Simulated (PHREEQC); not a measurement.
Consider water at 25 °C with 0.0019 mol/kgw HF, 0.00012 mol/kgw (CH3)4NF and 0.08 mol/kgw HCl. It is in equilibrium with CO2 at log p = 0 (atm). Otherwise closed; pH follows from the charge balance.

Equilibrium calculation in PHREEQC: ion-association model, phreeqc.dat.

| Item | Result |
|---|---|
| pH | 1.18 |
| ionic strength | 0.0800 mol/kgw |
| specific conductance | 28800 µS/cm |
| density | 0.999 g/cm³ |
| total alkalinity | -81.9 meq/kg |

| species | molality | activity | log γ |
|---|---|---|---|
| Cl- | 0.0800 | 0.0626 | -0.107 |
| H+ | 0.0799 | 0.0667 | -0.079 |
| CO2 | 0.0332 | 0.0338 | 0.008 |
| HF | 0.00199 | 0.00203 | 0.008 |
| (CH3)4N+ | 0.000120 | 9.42e-5 | -0.105 |
| F- | 2.61e-5 | 2.03e-5 | -0.109 |

No solid was allowed to form. Complexes and solids missing from the database can't appear. (CH3)4N+ isn't in the database: it is added as a free cation with an ion size of 4 Å.
